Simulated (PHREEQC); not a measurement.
## Buffer: speciation

A solution holds 83 mmol/kgw NaHSO4, 170 mmol/kgw NH3 and 0.81 mmol/kgw NaCl, at 45 °C. Closed to the air; pH follows from the charge balance.

Computed with PHREEQC (ion-association model, phreeqc.dat).

Precipitation was switched off in this run.

Question: Predict the pH, ionic strength.

Answer: pH 8.97; ionic strength 0.207 mol/kgw.

Question: In which forms is Na present?

Answer: Na+ 91 %, NaSO4- 8.8 % of the Na.

Complexes and solids missing from the database can't appear. Away from 25 °C the constants follow the database's enthalpies or fits; those with neither stay at their 25 °C values.
